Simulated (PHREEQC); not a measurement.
Dissolve 0.0048 mol/kgw LiOH and 0.016 mol/kgw Na2CO3 at 25 °C. Closed to the air; pH follows from the charge balance.

Computed with PHREEQC (ion-association model, phreeqc.dat).

| quantity | before | after |
|---|---|---|
| pH | 11.62 | 11.78 |
| ionic strength (mol/kgw) | 0.0460 | 0.0472 |
| Na+ (mol/kgw) | 0.0288 | 0.0293 |
| CO3-2 (mol/kgw) | 0.0124 | 0.0130 |
| NaCO3- (mol/kgw) | 0.00322 | 0.00266 |
| HCO3- (mol/kgw) | 0.000366 | 0.000294 |

Problem. What was changed between the two runs?
A. temperature from 25 to 40 °C
B. LiOH left out
C. temperature from 25 to 20 °C
D. temperature from 25 to 75 °C
E. diluted 100-fold with water

Solution. C, temperature from 25 to 20 °C

Precipitation was switched off in this run.
